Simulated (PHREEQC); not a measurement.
Make-up at 25 °C: 0.74 mol/kgw Na2SO4 and 0.0064 mol/kgw K2SO4. Closed to the air; pH follows from the charge balance.

Equilibrium calculation in PHREEQC: Pitzer model, pitzer.dat.

### Question
The ionic strength comes out as 2.24 mol/kgw. What activity coefficients do Na+, SO4-2, K+ get?

### Answer
Na+ 0.47, SO4-2 0.052, K+ 0.43. Single-ion values are on the MacInnes scale.

No solid was allowed to form. Species that the database lacks are ignored.
